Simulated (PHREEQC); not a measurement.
Solution (71 °C): 36 mmol/kgw NH4HS and 23 mmol/kgw MnCl2. Closed to the air; pH follows from the charge balance.

The numbers come from PHREEQC with the ion-association model, wateq4f.dat.

Each row changes one thing in this solution. Precipitation was switched off in this run.

| case | pH | ionic strength (mol/kgw) | Cl- (mol/kgw) | Mn+2 (mol/kgw) | MnCl+ (mol/kgw) | MnOH+ (mol/kgw) |
|---|---|---|---|---|---|---|
| as made | 7.28 | 0.0975 | 0.0446 | 0.0214 | 0.00141 | 0.000131 |
| NH4HS from 0.036 to 0.072 mol/kgw | 7.28 | 0.130 | 0.0447 | 0.0216 | 0.00130 | 0.000124 |
| temperature from 71 to 55 °C | 7.51 | 0.0987 | 0.0445 | 0.0215 | 0.00145 | 8.22e-5 |
| MnCl2 from 0.023 to 0.0023 mol/kgw | 7.29 | 0.0381 | 0.00458 | 0.00226 | 2.02e-5 | 1.73e-5 |
| diluted 5-fold with water | 7.29 | 0.0198 | 0.00911 | 0.00447 | 9.35e-5 | 3.77e-5 |
| NH4HS from 0.036 to 0.18 mol/kgw | 7.27 | 0.226 | 0.0449 | 0.0218 | 0.00109 | 0.000108 |
| NH4HS left out | 5.60 | 0.0658 | 0.0444 | 0.0214 | 0.00159 | 2.96e-6 |
| NH4HS from 0.036 to 0.018 mol/kgw | 7.28 | 0.0815 | 0.0445 | 0.0214 | 0.00149 | 0.000134 |
| temperature from 71 to 70 °C | 7.29 | 0.0976 | 0.0445 | 0.0214 | 0.00142 | 0.000128 |

Complexes and solids missing from the database can't appear. Some of these states are supersaturated (in MnS(Green), for instance). Constants without temperature data keep their 25 °C values here. The polysulfide entries of wateq4f.dat were taken out for this run.
